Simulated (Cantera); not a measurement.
## Abatement and gas-phase synthesis: HF + SO₂ + H₂

Feed: 1 mol HF, a varied amount of SO₂, 17 mol H₂, equilibrated at 1075 K and 19500 Torr.

Equilibrium computed with Cantera from the NASA thermochemical tables; the gas is ideal and each condensed phase is pure. Candidate condensed phases: H₂O, H₂SO₄, S; 43 gas species. Kinetics and transport are ignored.

From 0.12 mol SO₂ to 0.63 mol SO₂ nothing is condensed.

```csv
n(SO₂) (mol),x H₂,x H₂O,x HF,x H₂S
0.12,0.924,0.0133,0.0556,0.00667
0.2,0.911,0.0222,0.0556,0.0111
0.29,0.896,0.0322,0.0556,0.0161
0.37,0.883,0.0411,0.0556,0.0206
0.46,0.868,0.0511,0.0556,0.0256
0.54,0.854,0.0600,0.0556,0.0300
0.63,0.839,0.0700,0.0556,0.0350
```
x: gas mole fraction; nothing condenses.
